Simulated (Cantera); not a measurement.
Charge: 1 mol Si2Cl6, 2.5 mol HCl, 10 mol N2, held at 10000 Pa.

Cantera equilibrium calculation (NASA polynomials, part measured and part estimated; ideal gas, pure solids and liquids). Candidate condensed phases: NH4Cl, Si, Si3N4; 28 gas species. The feed counts by its element totals alone. N2 is the only nitrogen source here; it is nearly inert below about 1500 K, so the nitride shown seldom forms there in practice. The numbers say what is thermodynamically allowed, not how fast it happens.

Over these rows the condensed part is Si3N4(s). Partial pressures as log10 of bar:

```json
[
 {"T (K)": "1025", "1000/T (1/K)": "0.9756", "log p SiCl2": "-6.92", "log p N2": "-1.14", "log p HCl": "-1.86", "log p SiCl4": "-1.92", "log p H2": "-2.66"},
 {"T (K)": "1050", "1000/T (1/K)": "0.9524", "log p SiCl2": "-6.58", "log p N2": "-1.14", "log p HCl": "-1.85", "log p SiCl4": "-1.92", "log p H2": "-2.67"},
 {"T (K)": "1075", "1000/T (1/K)": "0.9302", "log p SiCl2": "-6.25", "log p N2": "-1.14", "log p HCl": "-1.85", "log p SiCl4": "-1.92", "log p H2": "-2.68"},
 {"T (K)": "1100", "1000/T (1/K)": "0.9091", "log p SiCl2": "-5.94", "log p N2": "-1.14", "log p HCl": "-1.85", "log p SiCl4": "-1.92", "log p H2": "-2.69"},
 {"T (K)": "1125", "1000/T (1/K)": "0.8889", "log p SiCl2": "-5.65", "log p N2": "-1.14", "log p HCl": "-1.84", "log p SiCl4": "-1.92", "log p H2": "-2.70"},
 {"T (K)": "1150", "1000/T (1/K)": "0.8696", "log p SiCl2": "?", "log p N2": "-1.14", "log p HCl": "-1.84", "log p SiCl4": "-1.92", "log p H2": "-2.71"}
]
```

Question: Fit log p(SiCl2) = a + b·(1000/T) to the five rows, give the apparent enthalpy, and predict the row at 1150 K.

Answer: Means: 1000/T = 0.9312, log p = -6.268. Sxy = -0.068971, Sxx = 0.0046995, so b = -14.68 and a = -6.268 − (-14.68)×0.9312 = 7.40.
Apparent enthalpy: −19.145 × (-14.68) = 281 kJ/mol. With the condensed phases at unit activity, 1/6 Si3N4(s) + 1/2 SiCl4(g) = SiCl2(g) + 1/3 N2(g) links this pressure to the main gases: over the six rows their terms move log p by +0.00 in all, so the slope is close to that reaction's ΔH°. The five rows lie within 0.01 of the line.
Prediction at 1150 K: 7.40 + (-14.68)×0.8696 = -5.37. The computed value is -5.36, 0.01 from the line.
